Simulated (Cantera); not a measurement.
Input: 1 mol Si2H6, 0.38 mol N2O, 100 mol N2, held at 625 K and 0.130 bar.

Method: chemical equilibrium by Gibbs-energy minimisation in Cantera with the NASA 1993 tables (ideal gas, pure condensed phases). Candidate condensed phases: H2O, Si, SiO2, Si2N2O, Si3N4; 35 gas species. The feed counts by its element totals alone. Kinetics and transport are ignored.

Base state: N2 0.971, H2 0.0293, NH3 1.77e-5 (mole fractions); condensed: Si2N2O(s) + Si3N4(s).

### Question
What changes in the equilibrium state with this change: N2O from 0.38 to 26 mol?

### Answer
```tsv
species	before	after
N2	0.971	0.910
O2	<1e-9	0.0686
H2O	<1e-9	0.0217
H2	0.0293	<1e-9
NH3	1.77e-5	<1e-9
Si2N2O(s), mol	0.380	0
Si3N4(s), mol	0.413	0
SiO2(α-quartz), mol	0	2.00
```
